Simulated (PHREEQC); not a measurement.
**Brine with buffer**

Solution A (2.7 mol/kgw NaOH, 0.05 mol/kgw NaHCO3 and 2.9e-05 mol/kgw H4SiO4) is mixed with solution B (0.004 mol/kgw H3BO3 and 0.002 mol/kgw Na2CO3) at 25 °C; shares are by mass of water, 1 kg in all. CO2 from the air is kept out. Only these solids could form: Nahcolite, Natron, SiO2(a), Trona, Borax, Boric_acid,s, NaBO2:4H2O, NaB5O8:5H2O.

All values are PHREEQC results (Pitzer model, pitzer.dat), not measurements.

| share of solution B | pH | CO3-2 (mol/kgw) | B(OH)4- (mol/kgw) | B(OH)3 (mol/kgw) |
|---|---|---|---|---|
| 0 | 14.38 | 0.0500 | 0 | 0 |
| 0.1 | 14.31 | 0.0452 | 0.000400 | 2.28e-9 |
| 0.2 | 14.24 | 0.0404 | 0.000800 | 5.20e-9 |
| 0.3 | 14.16 | 0.0356 | 0.00120 | 9.05e-9 |
| 0.4 | 14.07 | 0.0308 | 0.00160 | 1.43e-8 |
| 0.5 | 13.98 | 0.0260 | 0.00200 | 2.19e-8 |
| 0.6 | 13.87 | 0.0212 | 0.00240 | 3.37e-8 |
| 0.7 | 13.74 | 0.0164 | 0.00280 | 5.39e-8 |
| 0.8 | 13.56 | 0.0116 | 0.00320 | 9.58e-8 |
| 0.9 | 13.27 | 0.00680 | 0.00360 | 2.26e-7 |
| 1 | 9.14 | 0.000150 | 0.00184 | 0.00216 |

Species that the database lacks are ignored. In brines, pH and single-ion activities rest on the MacInnes convention.
